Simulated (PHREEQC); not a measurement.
Synthetic water in mg/kgw, 10 °C, pH 7.49:

| constituent | mg/kgw |
|---|---|
| Na | 4180 |
| K | 128 |
| Ca | 1320 |
| Mg | 28.6 |
| Cl | 7110 |
| S(6) as SO4 | 2600 |
| Alkalinity as HCO3 | 15.9 |

Valence states are taken as typed.

Equilibrium calculation in PHREEQC: Pitzer model, pitzer.dat.

Precipitation was switched off in this run.

Q: Predict the activity of water, density.

A: activity of water 0.993; density 1.012 g/cm³.

Q: In which forms is C present?

A: HCO3- 93 %, CO2 6.4 % of the C.

Examples of supersaturated solids here: Gypsum. Others may be too. Complexes and solids missing from the database can't appear. Away from 25 °C the constants follow the database's enthalpies or fits; those with neither stay at their 25 °C values.
